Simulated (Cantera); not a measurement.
Silicon oxide and oxynitride deposition: SiH₂Cl₂ + NO + H₂

Feed: 1 mol SiH₂Cl₂, 0.22 mol NO, a varied amount of H₂, held at 1148 K and 31000 Pa.

Equilibrium computed with Cantera from the NASA thermochemical tables; the gas is ideal and each condensed phase is pure. Candidate condensed phases: H₂O, NH₄Cl, Si, SiO₂, Si₂N₂O, Si₃N₄; 47 gas species. Mutual solubility and eutectic melting of coexisting phases are not modelled. The tables' values for SiCl₃ are old estimates; treat these amounts as uncertain. The tables hold silica as quartz up to 1696 K and as liquid above; real silica turns to tridymite and cristobalite and melts near 1996 K. Equilibrium is a limit: real reactors are often held back by kinetics, nucleation or transport.

```csv
n(H₂) (mol),x H₂,x HCl,x SiCl₄,x SiHCl₃,x SiCl₂,x SiCl₃,n Si(s),n SiO₂(β-quartz),n Si₂N₂O(s)
10,0.927,0.0319,0.0222,0.0130,0.00240,0.00220,0.254,0.0550,0.110
16,0.947,0.0280,0.0126,0.00858,0.00181,0.00144,0.281,0.0550,0.110
21,0.956,0.0257,0.00884,0.00659,0.00152,0.00110,0.302,0.0550,0.110
26,0.962,0.0239,0.00656,0.00529,0.00131,0.000881,0.322,0.0550,0.110
32,0.966,0.0222,0.00482,0.00421,0.00112,0.000699,0.344,0.0550,0.110
37,0.970,0.0210,0.00385,0.00356,0.00100,0.000590,0.360,0.0550,0.110
42,0.972,0.0200,0.00313,0.00305,0.000902,0.000506,0.376,0.0550,0.110
48,0.974,0.0189,0.00250,0.00258,0.000806,0.000427,0.394,0.0550,0.110
53,0.976,0.0181,0.00210,0.00227,0.000738,0.000375,0.408,0.0550,0.110
58,0.978,0.0174,0.00178,0.00200,0.000680,0.000331,0.421,0.0550,0.110
64,0.979,0.0166,0.00148,0.00175,0.000620,0.000288,0.436,0.0550,0.110
```
x: gas mole fraction; n: condensed amount in mol.

From 10 mol H₂ to 64 mol H₂ the condensed part is Si(s) + SiO₂(β-quartz) + Si₂N₂O(s). The main Si-bearing gas is SiCl₄ at 10 mol H₂ and SiHCl₃ at 64 mol H₂. The share of Si in condensed phases is highest at 64 mol H₂ (71.1 %) and lowest at 10 mol H₂ (52.9 %).
